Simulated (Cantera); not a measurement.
Cantera run:

```python
import numpy as np
import cantera as ct

gas_names = """
    C CN CO CO2 C2 CCN CNC C2N2 C2O C3 C3O2 C4 C4N2 C5 N NCO NO NO2 NO3 N2 N2O O O2 O3 Si SiC SiC2 SiN
    SiO SiO2 Si2 Si2C Si2N Si3
""".split()
cond_names = """
    C(gr) Si(cr) Si(L) SiC(b) SiO2(Lqz) SiO2(hqz) SiO2(L) Si2N2O(s) Si3N4(a)
""".split()


def load(file, names, dense=False):
    # The tables refer to 1 bar. Condensed volumes are neglected.
    table = {s.name: s for s in ct.Species.list_from_file(file)}
    out = []
    for n in names:
        d = dict(table[n].input_data)
        d["thermo"] = dict(d["thermo"], **{"reference-pressure": 1e5})
        if dense:
            d["equation-of-state"] = {"model": "constant-volume", "density": "1e6 g/cm^3"}
        out.append(ct.Species.from_dict(d))
    return out


gas = ct.Solution(thermo="ideal-gas", species=load("nasa_gas.yaml", gas_names))
cond = {s.name: ct.Solution(thermo="fixed-stoichiometry", species=[s], name=s.name)
        for s in load("nasa_condensed.yaml", cond_names, dense=True)}
atoms = {
    'Si': {'Si': 1},
    'CO2': {'C': 1, 'O': 2},
    'N2': {'N': 2},
}
top_T = {'C(gr)': 4500, 'SiC(b)': 3050, 'Si2N2O(s)': 2100, 'Si3N4(a)': 2400}  # K; cautious upper limits of use, not melting points


def equilibrate(T, P, feed):
    n = {}
    for name, mol in feed.items():
        for a, k in atoms[name].items():
            n[a] = n.get(a, 0.0) + k * mol
    gas.TPX = T, P, n
    mass = sum(n.values()) * gas.mean_molecular_weight
    gas.equilibrate("TP")
    valid = [c for c in cond.values() if c.min_temp <= T <= top_T.get(c.name, c.max_temp)]
    mix = ct.Mixture([(gas, mass / gas.mean_molecular_weight)] + [(c, 0.0) for c in valid])
    mix.T, mix.P = T, P
    mix.equilibrate("TP", solver="vcs", rtol=1e-11, max_steps=5000)
    return mix


results = []
T = 2075  # K
P = 133.322  # Pa
for m in [5.4, 11, 24, 49, 100, 220, 450, 940]:
    feed = {'Si': 1, 'CO2': 0.2, 'N2': m}  # mol
    mix = equilibrate(T, P, feed)
    results.append((T, P, feed, dict(zip(mix.species_names, mix.species_moles))))

top = {s: max(r[3][s] / sum(r[3][g] for g in gas_names) for r in results) for s in gas_names}
cols = sorted((s for s in top if top[s] > 0.0001), key=lambda s: -top[s])[:7]
seen = [c for c in cond_names if any(r[3].get(c, 0) > 1e-12 for r in results)]
print("log10 of partial pressures in bar; condensed amounts in mol")
print(f"{'n(N2)':>10s}" + "".join(f"{s[:9]:>10s}" for s in cols + seen))
for T, P, feed, n in results:
    ng = sum(n[g] for g in gas_names)
    print(f"{feed['N2']:10.4g}" + "".join(f"{np.log10(max(n[s] / ng * P / 1e5, 1e-99)):10.3f}" for s in cols)
          + "".join(f"{n.get(c, 0):10.4g}" for c in seen))
```

Result:

```
log10 of partial pressures in bar; condensed amounts in mol
     n(N2)        N2        Si       SiO        CO      Si2C       Si2      Si2N     Si(L)    SiC(b)
       5.4    -2.943    -3.992    -4.239    -4.571    -5.422    -5.901    -6.034    0.1263   0.05462
        11    -2.918    -4.117    -4.607    -4.716    -5.574    -6.151    -6.271         0         0
        24    -2.896    -4.398    -4.956    -4.995    -6.348    -6.714    -6.823         0         0
        49    -2.886    -4.684    -5.269    -5.280    -7.178    -7.285    -7.390         0         0
       100    -2.880    -4.984    -5.578    -5.581    -8.069    -7.884    -7.986         0         0
       220    -2.877    -5.321    -5.918    -5.919    -9.080    -8.560    -8.660         0         0
       450    -2.876    -5.630    -6.228    -6.229   -10.006    -9.178    -9.277         0         0
       940    -2.876    -5.949    -6.548    -6.548   -10.963    -9.816    -9.915         0         0
```

These are equilibrium values from Cantera (NASA tables, ideal gas, pure condensed phases), not measurements of a reactor. Mutual solubility and eutectic melting of coexisting phases are not modelled. The tables' values for SiN are old estimates; treat these amounts as uncertain.
